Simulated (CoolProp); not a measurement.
A Linde-Hampson liquefier for oxygen: isothermal reversible compression at 230 K from 1 atm to 30 MPa, throttling to 1 atm, return gas leaving the recuperator 10 K below the feed. Each further row changes one setting.

Values from CoolProp's reference Helmholtz-energy equation of state, Schmidt 1985.

```tsv
case	liquid yield per pass	compression work (kJ/kg of gas)
as stated	0.253	316
high pressure 60 MPa	0.268	…
warm-end temperature 260 K	0.181	…
warm-end gap 15 K	…	316
```

Problem. Complete the blanks.

Solution. 
- high pressure 60 MPa, compression work (kJ/kg of gas): 360
- warm-end temperature 260 K, compression work (kJ/kg of gas): 369
- warm-end gap 15 K, liquid yield per pass: 0.243
